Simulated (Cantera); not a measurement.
**Low-pressure radical oxidation in H2/O2**

A perfectly stirred reactor is fed with 8.42 % H2, 91.6 % O2, equivalence ratio 0.046, at 800 Pa; it is held at 1450 K, and followed from long to short residence time.

Computed with Cantera and the H2/O2 subset of GRI-Mech 3.0, which has no nitrogen chemistry. Radical loss at walls, strong at low pressure, is not modelled. The temperature is held fixed by assumption; the heat of reaction is taken as removed at once.

```json
[
 {"τ (s)": "19", "x H2": "9.09e-5", "x O2": "0.909", "x H2O2": "1.27e-8", "x HO2": "3.21e-7", "x OH": "0.00210", "x H2O": "0.0866"},
 {"τ (s)": "4.5", "x H2": "0.000230", "x O2": "0.906", "x H2O2": "2.01e-8", "x HO2": "5.86e-7", "x OH": "0.00334", "x H2O": "0.0856"},
 {"τ (s)": "1.0", "x H2": "0.000569", "x O2": "0.897", "x H2O2": "2.99e-8", "x HO2": "9.62e-7", "x OH": "0.00524", "x H2O": "0.0833"},
 {"τ (s)": "0.24", "x H2": "0.00118", "x O2": "0.882", "x H2O2": "3.87e-8", "x HO2": "1.30e-6", "x OH": "0.00746", "x H2O": "0.0793"},
 {"τ (s)": "0.056", "x H2": "0.00198", "x O2": "0.864", "x H2O2": "4.38e-8", "x HO2": "1.49e-6", "x OH": "0.00934", "x H2O": "0.0741"},
 {"τ (s)": "0.013", "x H2": "0.00298", "x O2": "0.853", "x H2O2": "4.69e-8", "x HO2": "1.56e-6", "x OH": "0.0105", "x H2O": "0.0701"},
 {"τ (s)": "0.0030", "x H2": "0.00584", "x O2": "0.853", "x H2O2": "5.35e-8", "x HO2": "1.61e-6", "x OH": "0.0118", "x H2O": "0.0655"},
 {"τ (s)": "0.00069", "x H2": "0.0163", "x O2": "0.863", "x H2O2": "6.47e-8", "x HO2": "1.59e-6", "x OH": "0.0137", "x H2O": "0.0538"},
 {"τ (s)": "0.00016", "x H2": "0.0517", "x O2": "0.891", "x H2O2": "4.26e-8", "x HO2": "1.22e-6", "x OH": "0.00986", "x H2O": "0.0236"}
]
```
x: mole fraction; the columns are a selection and need not sum to one.
